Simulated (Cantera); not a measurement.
A diamond (100) surface in a fixed gas of H2 with x(CH4) = 0.0099, x(H) = 0.0013, x(CH3) = 0.00025, 0.0970 bar; coverages are run to steady state.

Computed with Cantera and the Harris–Goodwin 1993 mechanism for the reconstructed diamond (100) surface.

θ: site fractions in the mechanism's names (c6HH fully hydrogenated, c6H* and c6*H radical sites, c6** diradical, c6HM methylated).

| T (K) | growth (µm/h) | θ c6HH | θ c6H* | θ c6*H | θ c6** | θ c6HM |
|---|---|---|---|---|---|---|
| 900 | 6.20 | 0.579 | 0.00872 | 0.244 | 0.00343 | 0.132 |
| 975 | ___ | 0.544 | ___ | ___ | ___ | ___ |
| 1050 | 11.2 | 0.511 | 0.0207 | 0.371 | 0.0109 | 0.0598 |
| 1125 | 8.74 | 0.483 | 0.0288 | 0.430 | 0.0168 | 0.0257 |
| 1200 | 4.86 | 0.453 | 0.0370 | 0.474 | 0.0232 | 0.00704 |
| 1275 | 3.26 | 0.423 | 0.0447 | 0.498 | 0.0291 | 0.00162 |
| 1350 | ___ | 0.400 | ___ | 0.511 | ___ | ___ |

Complete the blanks.


- 975, growth (µm/h): 9.29
- 975, θ c6H*: 0.0140
- 975, θ c6*H: 0.309
- 975, θ c6**: 0.00648
- 975, θ c6HM: 0.0948
- 1350, growth (µm/h): 2.85
- 1350, θ c6H*: 0.0518
- 1350, θ c6**: 0.0342
- 1350, θ c6HM: 0.000370
